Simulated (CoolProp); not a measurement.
Hydrogen sulfide at several states: density (kg/m³) from the reference equation and from simpler models built on Tc = 373.1 K, pc = 8999 kPa, ω = 0.101; each cubic takes its own stable root.

The numbers come from the reference Helmholtz-energy equation of state, Lemmon 2006 in CoolProp. It is a short technical equation, of lower accuracy than the large ones.

```json
[
 {"T (K)": "334.2", "p (kPa)": "1120", "phase": "gas", "reference": "14.64", "ideal gas": "___", "van der Waals": "14.46", "Redlich-Kwong": "14.62", "Soave-Redlich-Kwong": "14.64", "Peng-Robinson": "14.72"},
 {"T (K)": "399.1", "p (kPa)": "39400", "phase": "supercritical", "reference": "660.6", "ideal gas": "404.7", "van der Waals": "511.6", "Redlich-Kwong": "629.0", "Soave-Redlich-Kwong": "624.6", "Peng-Robinson": "691.5"},
 {"T (K)": "370.4", "p (kPa)": "3380", "phase": "gas", "reference": "43.68", "ideal gas": "37.40", "van der Waals": "___", "Redlich-Kwong": "43.71", "Soave-Redlich-Kwong": "43.72", "Peng-Robinson": "___"}
]
```

Q: What belongs in the gaps?

A: 
- 334.2, ideal gas: 13.74
- 370.4, van der Waals: 42.84
- 370.4, Peng-Robinson: 44.43
